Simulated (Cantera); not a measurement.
Input: 1 mol CS2, 0.0086 mol SO2, 2.3 mol O2, equilibrated at 1073 K and 1.00 bar.

These are equilibrium values from Cantera (NASA tables, ideal gas, pure condensed phases), not measurements of a reactor. Candidate condensed phases: C, S; 22 gas species. Gases not in the tables: S3 to S7. The numbers say what is thermodynamically allowed, not how fast it happens.

Base state: SO2 0.490, CO2 0.374, S2 0.124, S2O 0.00828, CO 0.00153, COS 0.00111, SO 7.42e-5 (mole fractions); condensed: gas only.

Task: What changes in the equilibrium state with this change: pressure from 1.00 bar to 1.33 mbar?

Result: 
| species | before | after |
|---|---|---|
| SO2 | 0.490 | 0.494 |
| CO2 | 0.374 | 0.367 |
| S2 | 0.124 | 0.128 |
| S2O | 0.00828 | 0.00162 |
| CO | 0.00153 | 0.00786 |
| SO | 7.42e-5 | 0.000393 |
| COS | 0.00111 | 0.000211 |
